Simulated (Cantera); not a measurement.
Equilibrium for metals in furnace atmospheres: Pb + CO

A closed system holds: 1 mol Pb, 0.16 mol CO, equilibrated at 750 Torr.

Equilibrium computed with Cantera from the NASA thermochemical tables; the gas is ideal and each condensed phase is pure. Candidate condensed phases: C, Pb, PbO, PbO₂, Pb₃O₄; 15 gas species. Kinetics and transport are ignored.

| T (°C) | x CO | x CO₂ | x Pb | x Pb₂ | x PbO | n C(graphite) | n Pb(l) |
|---|---|---|---|---|---|---|---|
| 577 | 0.193 | 0.807 | 3.18e-7 | <1e-12 | <1e-12 | 0.0714 | 1.00 |
| 677 | 0.530 | 0.470 | 5.03e-6 | 7.20e-12 | 3.19e-12 | 0.0512 | 1.000 |
| 777 | 0.847 | 0.153 | 4.65e-5 | 2.98e-10 | 3.99e-11 | 0.0213 | 1.000 |
| 877 | 0.963 | 0.0366 | 0.000290 | 6.33e-9 | 2.47e-10 | 0.00565 | 1.000 |
| 977 | 0.989 | 0.00942 | 0.00134 | 8.12e-8 | 1.05e-9 | 0.00149 | 1.000 |
| 1077 | 0.992 | 0.00287 | 0.00489 | 7.05e-7 | 3.54e-9 | 0.000460 | 0.999 |
| 1177 | 0.984 | 0.00102 | 0.0149 | 4.49e-6 | 9.94e-9 | 0.000165 | 0.998 |
| 1277 | 0.960 | 0.000400 | 0.0392 | 2.23e-5 | 2.40e-8 | 6.65e-5 | 0.993 |
| 1377 | 0.909 | 0.000165 | 0.0912 | 9.06e-5 | 5.02e-8 | 2.91e-5 | 0.984 |
| 1477 | 0.807 | 6.62e-5 | 0.192 | 0.000311 | 9.01e-8 | 0 | 0.962 |
| 1577 | 0.625 | 2.18e-5 | 0.374 | 0.000929 | 1.31e-7 | 0 | 0.904 |
| 1677 | 0.320 | 3.35e-6 | 0.678 | 0.00247 | 1.17e-7 | 0 | 0.659 |
x: gas mole fraction; n: condensed amount in mol.

From 577 °C to 1377 °C the condensed part is C(graphite) + Pb(l). From 1477 °C to 1677 °C the condensed part is Pb(l). The main Pb-bearing gas is Pb throughout.
